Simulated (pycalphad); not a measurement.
All values are pycalphad results on the COST 507 light-alloy database (1999) (1 atm), not direct measurements. The database dates from 1999; later assessments differ in places, in temperatures and in the compounds included. Amounts are mole fractions of atoms.

Alloy Ti-4.4B (at.%). At 1577 °C the liquid holds 4.58 and the bcc solid 0.148 at.% B; the final invariant liquid holds 6.87 at.%.

Problem. Use the Scheil equation x_L = x₀ f_L^(k−1) with a constant partition coefficient to estimate the liquid left at the invariant point, and compare with a stepwise Scheil-Gulliver run on the full database.

Solution. k = 0.032, so f_L = (6.87/4.4)^(1/(k − 1)) ≈ 0.63. The stepwise run (steps of 4 K), in which k changes along the path, leaves 0.63 at 1541 °C.
